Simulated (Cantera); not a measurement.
## TEOS + O2 + H2 (silicon oxide and oxynitride deposition)

A closed system holds: 1 mol TEOS, 0.24 mol O2, 54 mol H2, equilibrated at 1275 °C and 0.0460 bar.

Cantera equilibrium calculation (NASA polynomials, part measured and part estimated; ideal gas, pure solids and liquids). Candidate condensed phases: C, C6H6, C7H8, C8H18, H2O, Si, SiC, SiO2; 123 gas species. The feed counts by its element totals alone. Equilibrium is a limit: real reactors are often held back by kinetics, nucleation or transport.

The x(H2) is 0.934 and the x(CO) is 0.0653. The x(SiO) is 0.000155, the x(H) comes out as 0.000139 and the x(CH4) is 8.23e-5. The x(C2H2 (acetylene)) is 1.47e-5 and the x(H2O) is 3.44e-6. The n(C(graphite)) is 2.53 mol. The n(SiC(s)) is 0.989 mol. The gas amount comes out as 68.48 mol and the log10 activity of Si(s) (absent) is -2.06.
